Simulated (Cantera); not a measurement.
Charge: 1 mol AlN, 1.1 mol Cl₂, 9.4 mol H₂, at 1498.15 K and 10.0 mbar.

These are equilibrium values from Cantera (NASA tables, ideal gas, pure condensed phases), not measurements of a reactor. The tables' values for AlCl₂ are old estimates; treat these amounts as uncertain. Equilibrium is a limit: real reactors are often held back by kinetics, nucleation or transport.

| species | before | after |
|---|---|---|
| H₂ | 0.838 | 0.859 |
| HCl | 0.0625 | 0.0673 |
| AlCl₃ | 0.0323 | 0.0452 |
| AlCl | 0.0242 | 0.00111 |
| N₂ | 0.0332 | 0.0244 |
| H | 0.000158 | 3.07e-5 |
| AlCl₂ | 0.00998 | 0.00253 |
| AlN(s), mol | 0.282 | 0.486 |
Gas species are given as mole fractions.

Name the change that produced these shifts.
(A) pressure from 10.0 mbar to 0.100 bar
(B) temperature from 1498.15 K to 1073.15 K
(C) Cl₂ from 1.1 to 43 mol
(D) pressure from 10.0 mbar to 0.270 bar

D, pressure from 10.0 mbar to 0.270 bar
